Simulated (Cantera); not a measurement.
**Reactions in the system Li-N-O**

Source: NASA polynomial tables (part measured, part estimated), evaluated in Cantera. Values are per mole of reaction as written; species without (g) are pure solids or liquids, kept so even where they would boil at 1 bar.

2 NO(g) + 2 Li(g) = Li₂O + N₂O(g)

```
T (K)  ΔH° (kJ)  ΔS° (J/K)  ΔG° (kJ)  log10 K
-----  --------  ---------  --------  -------
998     -1005.7     -424.0    -582.6    30.49
1048    -1003.7     -422.4    -561.0    27.96
1098    -1002.0     -420.9    -539.9    25.68
1148    -1000.2     -419.3    -518.9    23.61
1198     -998.4     -417.7    -498.0    21.71
1248     -996.5     -416.2    -477.1    19.97
```
